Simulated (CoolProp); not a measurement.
Vapour-liquid equilibrium of dimethyl ether (1) + R236FA (2) at 53.1 kPa; x and y are mole fractions of (1).

The numbers come from the multi-fluid Helmholtz-energy mixture model, Wu 2011 and Pan 2012; pair parameters Bell 2016 in CoolProp.

```json
[
 {"x": "0.05", "bubble temperature (°C)": "-16.3", "y at the bubble point": "0.062", "dew temperature at overall composition x (°C)": "-16.2", "liquid density (mol/L)": "10.03"},
 {"x": "0.2", "bubble temperature (°C)": "-17.6", "y at the bubble point": "___", "dew temperature at overall composition x (°C)": "-17.0", "liquid density (mol/L)": "10.75"},
 {"x": "0.35", "bubble temperature (°C)": "-20.1", "y at the bubble point": "0.511", "dew temperature at overall composition x (°C)": "-18.3", "liquid density (mol/L)": "11.57"},
 {"x": "0.5", "bubble temperature (°C)": "-24.0", "y at the bubble point": "0.726", "dew temperature at overall composition x (°C)": "-20.0", "liquid density (mol/L)": "12.49"},
 {"x": "0.65", "bubble temperature (°C)": "-28.9", "y at the bubble point": "0.877", "dew temperature at overall composition x (°C)": "-22.4", "liquid density (mol/L)": "___"},
 {"x": "0.8", "bubble temperature (°C)": "-33.7", "y at the bubble point": "0.959", "dew temperature at overall composition x (°C)": "-26.1", "liquid density (mol/L)": "14.68"},
 {"x": "0.95", "bubble temperature (°C)": "-37.7", "y at the bubble point": "0.994", "dew temperature at overall composition x (°C)": "___", "liquid density (mol/L)": "15.93"}
]
```

Some entries are withheld; supply them.


- 0.2, y at the bubble point: 0.275
- 0.65, liquid density (mol/L): 13.53
- 0.95, dew temperature at overall composition x (°C): -33.0

No azeotrope shows between x = 0.05 and 0.95.

The pair parameters rest on a limited set of measurements; away from them the model extrapolates.
